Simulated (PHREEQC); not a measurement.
**Copper plating or etch bath (model solution)**

A solution holds 0.087 mol Cu(NO3)2, 0.00015 mol HCl and 0.001 mol NaCl per kg of water, at 25 °C. Closed to the air; pH follows from the charge balance.

Computed with PHREEQC (ion-association model, phreeqc.dat).

pH: 3.89
ionic strength: 0.262 mol/kgw
specific conductance: 15300 µS/cm
density: 1.010 g/cm³
total alkalinity: -0.150 meq/kg

```
species     molality  activity   log γ
----------  --------  --------  ------
NO3-           0.174     0.117  -0.174
Cu+2          0.0869    0.0263  -0.520
Cl-          0.00107  0.000747  -0.158
Na+          0.00100  0.000736  -0.133
H+          0.000165  0.000130  -0.104
CuCl+        7.56e-5   5.28e-5  -0.156
Cu2(OH)2+2   6.01e-6   1.77e-6  -0.530
CuOH+        2.88e-6   2.01e-6  -0.156
Cu(OH)2      3.03e-8   3.22e-8   0.026
CuCl2        1.99e-8   2.12e-8   0.026
```

This is a speciation only: nothing precipitates in the calculation.
